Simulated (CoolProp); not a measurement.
Computed with CoolProp (reference Helmholtz-energy equation of state, Lemmon 2005). It is a short technical equation, of lower accuracy than the large ones.

Question: For cis-2-butene, give the phase and the Z, cp (kJ/(kg K)), cv (kJ/(kg K)), speed of sound (m/s) at 101.45 °C and 1.61 MPa.

Answer: 
- 101.45 °C and 1.61 MPa: liquid; Z 0.0570, cp 2.79, cv 1.77, speed of sound 558
